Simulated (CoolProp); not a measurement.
Water at 415.27 K and 0.0842 MPa flows at 0.056 m/s in a round tube of 25 mm bore and 0.25 µm roughness, fully developed (64/Re and Nu = 3.66 if laminar; Colebrook and Gnielinski if turbulent). Each further row changes one setting.

Computed with CoolProp (reference Helmholtz-energy equation of state, Wagner 2002).

| case | Reynolds number | Darcy friction factor | pressure drop (Pa/m) | heat-transfer coefficient (W/(m² K)) | mass flow (kg/h) |
|---|---|---|---|---|---|
| as stated | 44.6 | 1.43 | 0.0398 | 4.11 | 0.0438 |
| velocity 0.112 m/s | 89.2 | 0.717 | 0.0797 | 4.11 | 0.0876 |
| diameter 50 mm | 89.2 | 0.717 | 0.00996 | 2.06 | 0.175 |

Viscosity comes from a separate model (Huber 2009). Thermal conductivity comes from a separate model (Huber 2012).
